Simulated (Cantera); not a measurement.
A freely propagating, adiabatic, planar premixed flame of H2 : O2 : N2 = 1 : 0.294 : 1.11 (molar parts), equivalence ratio 1.7, unburnt at 575 K and 0.140 bar; mixture-averaged transport, grid criteria slope 0.08 and curve 0.16, no radiation.

Model: the H2/O2 subset of GRI-Mech 3.0, which has no nitrogen chemistry, integrated in Cantera. Burning velocities carry a grid error of a few per cent, more on coarse grids.

x: mole fraction of selected species; z is measured from the peak of heat release.

```tsv
z (mm)	T (K)	u (m/s)	x H2	x O2	x H2O	x H	x O	x OH
-17.0	575	6.45	0.416	0.122	<1e-8	<1e-8	<1e-8	<1e-8
-11.3	575	6.45	0.416	0.122	<1e-8	<1e-8	<1e-8	<1e-8
-8.50	575	6.45	0.416	0.122	<1e-8	<1e-8	<1e-8	<1e-8
-5.66	575	6.45	0.416	0.122	2.67e-8	2.91e-7	<1e-8	<1e-8
-2.83	585	6.56	0.414	0.122	0.000657	0.000482	?	3.19e-5
-1.42	717	7.96	0.390	0.118	0.0122	0.0118	?	0.000281
0	1104	11.9	0.242	0.0685	0.116	0.0875	0.00555	0.00241
1.42	1360	14.5	0.135	0.00997	0.228	0.132	0.00581	0.00475
2.83	1457	15.5	0.131	0.00461	0.239	0.126	0.00500	0.00573
5.66	1572	16.6	0.139	0.00375	0.242	0.111	0.00470	0.00697
11.3	1704	17.8	0.148	0.00305	0.246	0.0938	?	0.00810
22.7	1844	19.0	0.157	0.00224	0.250	0.0755	?	0.00873
45.3	1981	20.2	0.166	0.00147	0.256	0.0578	?	0.00858
```

**Question.** Some entries are withheld; supply them.

**Answer.** 
- -2.83, x O: 9.54e-6
- -1.42, x O: 0.000240
- 11.3, x O: 0.00410
- 22.7, x O: 0.00320
- 45.3, x O: 0.00220
